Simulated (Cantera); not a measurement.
# SiO₂ + Al₂O₃ + O₂ (silicates and aluminates)

Charge: 1 mol SiO₂, 0.5 mol Al₂O₃, 2.5 mol O₂, held at 33.8 Torr.

Cantera equilibrium calculation (NASA polynomials, part measured and part estimated; ideal gas, pure solids and liquids). Candidate condensed phases: Al, Al₂O₃, Al₂SiO₅, Al₆Si₂O₁₃, Si, SiO₂; 14 gas species. Mutual solubility and eutectic melting of coexisting phases are not modelled. The tables hold silica as quartz up to 1696 K and as liquid above; real silica turns to tridymite and cristobalite and melts near 1996 K. Condensed phases not in the tables: alloys, solid solutions and most ternary compounds. Equilibrium is a limit: real reactors are often held back by kinetics, nucleation or transport.

```tsv
T (K)	x O₂	x O	x SiO₂	x SiO	x O₃	n Al₆Si₂O₁₃(mullite)	n SiO₂(β-quartz)	n SiO₂(condensed)
1373	1.000	2.91e-6	<1e-12	<1e-12	2.28e-10	0.167	0.667	0
1423	1.000	6.35e-6	3.64e-12	<1e-12	3.54e-10	0.167	0.667	0
1473	1.000	1.32e-5	1.99e-11	<1e-12	5.36e-10	0.167	0.667	0
1523	1.000	2.60e-5	9.71e-11	<1e-12	7.89e-10	0.167	0.667	0
1573	1.000	4.92e-5	4.28e-10	6.44e-12	1.13e-9	0.167	0.667	0
1623	1.000	8.97e-5	1.72e-9	4.13e-11	1.60e-9	0.167	0.667	0
1673	1.000	0.000158	6.34e-9	2.37e-10	2.20e-9	0.167	0.667	0
1723	1.000	0.000268	2.15e-8	1.21e-9	2.98e-9	0.167	0	0.667
1773	1.000	0.000442	6.71e-8	5.62e-9	3.97e-9	0.167	0	0.667
1823	0.999	0.000711	1.97e-7	2.38e-8	5.20e-9	0.167	0	0.667
1873	0.999	0.00111	5.44e-7	9.33e-8	6.73e-9	0.167	0	0.667
```
x: gas mole fraction; n: condensed amount in mol.

From 1373 K to 1673 K the condensed part is Al₆Si₂O₁₃(mullite) + SiO₂(β-quartz). From 1723 K to 1873 K the condensed part is Al₆Si₂O₁₃(mullite) + SiO₂(condensed).
